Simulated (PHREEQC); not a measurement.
Dissolve 2 mmol/kgw H2SO4, 15 mmol/kgw MnSO4 and 170 mmol/kgw NiSO4 at 25 °C. Closed to the air; pH follows from the charge balance.

Computed with PHREEQC (ion-association model, wateq4f.dat).

This is a speciation only: nothing precipitates in the calculation.

Q: Estimate the pH, ionic strength.

A: pH 3.02; ionic strength 0.360 mol/kgw.

Q: In which forms is Mn present?

A: Mn+2 52 %, MnSO4 48 % of the Mn.
